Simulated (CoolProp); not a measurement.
Vapour-liquid equilibrium of R125 (1) + fluoroethane (R161) (2) at -30.35 °C; x and y are mole fractions of (1).

Computed with CoolProp (multi-fluid Helmholtz-energy mixture model, Lemmon 2005 and Wu 2012; pair parameters Bell 2016).

Give the bubble pressure and the first vapour's composition at x = 0.15, 0.65, 0.85. Is there an azeotrope?

x = 0.15: 150.5 kPa, y = 0.216; x = 0.65: 200.9 kPa, y = 0.753; x = 0.85: 216.3 kPa, y = 0.891. No azeotrope shows between x = 0.05 and 0.95.

Pair parameters are fitted to limited data, so mixtures are less certain than the pure fluids. The gap from Raoult's law changes sign with composition, which may be real or a fault of the pair parameters; it wasn't checked against measurements.
